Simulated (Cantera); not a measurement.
Input (Python, Cantera) and output of one run.

```python
import numpy as np
import cantera as ct

gas_names = """
    B BF BF2 BF3 BN BO BOF BOF2 BO2 B2 B2O B2O2 B2O3 B3O3F3 F FO FO2 F2 F2O N NF NF2 NF3 NO NO2 NO3 N2
    N2O O O2 O3
""".split()
cond_names = """
    B(b) B(L) BN(s) B2O3(L)
""".split()


# ... load() reads the species with a 1 bar reference pressure and builds the phases ...
atoms = {
    'BF3': {'B': 1, 'F': 3},
    'O2': {'O': 2},
    'N2': {'N': 2},
}
top_T = {'BN(s)': 3200}  # K; cautious upper limits of use, not melting points


# ... equilibrate(T, P, feed) seeds the gas with the atoms and calls Mixture.equilibrate('TP', solver="vcs", rtol=1e-11, max_steps=5000) ...
results = []
feed = {'BF3': 1, 'O2': 4.1, 'N2': 0.17}  # mol
T = 2023.15  # K
for P in [10, 63, 400, 2500, 16000, 100000]:
    mix = equilibrate(T, P, feed)
    results.append((T, P, feed, dict(zip(mix.species_names, mix.species_moles))))

top = {s: max(r[3][s] / sum(r[3][g] for g in gas_names) for r in results) for s in gas_names}
cols = sorted((s for s in top if top[s] > 0.001), key=lambda s: -top[s])[:9]
seen = [c for c in cond_names if any(r[3].get(c, 0) > 1e-12 for r in results)]
print("log10 of partial pressures in bar; condensed amounts in mol")
print(f"{'P/Pa':>10s}" + "".join(f"{s[:9]:>10s}" for s in cols + seen))
for T, P, feed, n in results:
    ng = sum(n[g] for g in gas_names)
    print(f"{P:10.4g}" + "".join(f"{np.log10(max(n[s] / ng * P / 1e5, 1e-99)):10.3f}" for s in cols)
          + "".join(f"{n.get(c, 0):10.4g}" for c in seen))
```

Output:

```
log10 of partial pressures in bar; condensed amounts in mol
      P/Pa        O2       BF3         F       BOF         O        N2        NO
        10    -4.228    -5.078    -4.807    -5.108    -5.212    -5.581    -6.602
        63    -3.362    -4.059    -4.323    -4.625    -4.779    -4.744    -5.751
       400    -2.529    -3.173    -3.888    -4.191    -4.363    -3.924    -4.924
      2500    -1.720    -2.345    -3.477    -3.782    -3.958    -3.120    -4.118
   1.6e+04    -0.909    -1.526    -3.066    -3.378    -3.553    -2.311    -3.308
     1e+05    -0.111    -0.725    -2.661    -2.989    -3.154    -1.514    -2.510
```

Cantera equilibrium calculation (NASA polynomials, part measured and part estimated; ideal gas, pure solids and liquids). The tables' values for BF2 are old estimates; treat these amounts as uncertain.
